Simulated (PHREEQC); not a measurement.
Dissolve 0.16 mol/kgw HF, 0.0015 mol/kgw NH4HF2 and 0.039 mol/kgw H2SiF6 at 55 °C. Closed to the air; pH follows from the charge balance.

The numbers come from PHREEQC with the ion-association model, phreeqc.dat.

The ionic strength comes out as 0.119 mol/kgw. What activity coefficients do F-, SiF6-2, NH4+, HF2-, H+ get?

F- 0.74, SiF6-2 0.34, NH4+ 0.72, HF2- 0.76, H+ 0.81.

No solid was allowed to form. Away from 25 °C the constants follow the database's enthalpies or fits; those with neither stay at their 25 °C values. SiF6-2 is the database's only silicon fluoride.
